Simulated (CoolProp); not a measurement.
Hydrogen chloride at 440.36 K and 0.257 MPa is throttled through a valve to 0.0815 MPa with no heat exchange. Each further row changes one setting.

Model: reference Helmholtz-energy equation of state, Thol 2018, in CoolProp.

| case | temperature change (K) | final density (kg/m³) |
|---|---|---|
| as stated | -1.2 | 0.815 |
| outlet pressure 0.0244 MPa | -1.6 | 0.244 |
| outlet pressure 0.106 MPa | -1.1 | 1.06 |
